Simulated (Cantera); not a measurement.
Feed: 1 mol SiCl4, 0.46 mol NO, 8.7 mol N2, at 1.33 mbar.

Method: chemical equilibrium by Gibbs-energy minimisation in Cantera with the NASA 1993 tables (ideal gas, pure condensed phases). Candidate condensed phases: Si, SiO2, Si2N2O, Si3N4; 23 gas species. The tables' values for SiCl3 are old estimates; treat these amounts as uncertain. The tables hold silica as quartz up to 1696 K and as liquid above; real silica turns to tridymite and cristobalite and melts near 1996 K. Kinetics and transport are ignored.

log p: log10 of the partial pressure in bar; n: condensed amount in mol.

```csv
T (°C),log p N2,log p Cl,log p SiCl4,log p SiO,log p SiCl2,log p Cl2,log p SiCl3,n SiO2(β-quartz),n SiO2(condensed)
1050,-2.94,-4.14,-4.01,-11.90,-10.14,-4.65,-7.44,0.230,0
1100,-2.95,-4.06,-4.01,-10.74,-9.25,-4.84,-6.96,0.230,0
1150,-2.95,-4.00,-4.01,-9.62,-8.38,-5.06,-6.50,0.230,0
1200,-2.95,-3.97,-4.02,-8.54,-7.54,-5.31,-6.04,0.230,0
1250,-2.95,-3.95,-4.03,-7.52,-6.74,-5.56,-5.62,0.230,0
1300,-2.95,-3.92,-4.05,?,?,?,-5.24,0.229,0
1350,-2.96,-3.87,-4.10,-5.76,-5.41,-5.94,-4.94,0.223,0
1400,-2.97,-3.79,-4.22,-5.10,-4.99,-6.02,-4.76,0.197,0
1450,-2.99,-3.68,-4.42,-4.59,-4.75,-6.03,-4.72,0,0.117
1500,-3.02,-3.58,?,-4.30,?,-6.06,-4.79,0,0
1550,-3.02,-3.55,-5.09,-4.31,-4.45,-6.20,-4.86,0,0
```

**Question.** Fill in the missing entries.

**Answer.** 
- 1300, log p SiO: -6.58
- 1300, log p SiCl2: -6.01
- 1300, log p Cl2: -5.78
- 1500, log p SiCl4: -4.73
- 1500, log p SiCl2: -4.63
